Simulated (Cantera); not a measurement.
Feed: 1 mol acetone, 0.35 mol H2O, 62 mol H2, at 8250 Torr.

Method: chemical equilibrium by Gibbs-energy minimisation in Cantera with the NASA 1993 tables (ideal gas, pure condensed phases). Candidate condensed phases: C, C6H6, C7H8, C8H18, H2O; 110 gas species. The feed counts by its element totals alone. Equilibrium is a limit: real reactors are often held back by kinetics, nucleation or transport.

Question: What share of the C ends up in condensed phases as a function of T (K), at 1125, 1325, 1525, 1725, 1925, 2125, 2325, 2525?

Answer: 
| T (K) | C condensed (%) | as |
|---|---|---|
| 1125 | 0.0 | - |
| 1325 | 0.0 | - |
| 1525 | 5.6 | C(graphite) |
| 1725 | 31.9 | C(graphite) |
| 1925 | 40.8 | C(graphite) |
| 2125 | 40.2 | C(graphite) |
| 2325 | 28.5 | C(graphite) |
| 2525 | 0.0 | - |
